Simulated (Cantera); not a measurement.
Input: 1 mol SiC, 0.74 mol N2O, 120 mol N2, 0.52 mol CO2, at 1773.15 K and 0.000190 bar.

Equilibrium computed with Cantera from the NASA thermochemical tables; the gas is ideal and each condensed phase is pure. Candidate condensed phases: C, Si, SiC, SiO2, Si2N2O, Si3N4; 34 gas species. The tables' values for SiN are old estimates; treat these amounts as uncertain. Equilibrium is a limit: real reactors are often held back by kinetics, nucleation or transport.

Base state: N2 0.983, CO 0.0104, SiO 0.00407, Si 0.00208, Si2C 1.91e-5, SiN 1.37e-5 (mole fractions); condensed: SiC(s).

Problem. What changes in the equilibrium state with this change: temperature from 1773.15 K to 1798 K?

Solution. 
```csv
species,before,after
N2,0.983,0.982
CO,0.0104,0.0109
SiO,0.00407,0.00360
Si,0.00208,0.00300
Si2C,1.91e-5,3.15e-5
SiN,1.37e-5,1.82e-5
"SiC(s), mol",0.237,0.178
```

Problem. What changes in the equilibrium state with this change: pressure from 0.000190 bar to 0.000120 bar?

Solution. 
```csv
species,before,after
N2,0.983,0.982
CO,0.0104,0.0109
SiO,0.00407,0.00358
Si,0.00208,0.00303
Si2C,1.91e-5,2.78e-5
SiN,1.37e-5,1.58e-5
"SiC(s), mol",0.237,0.177
```
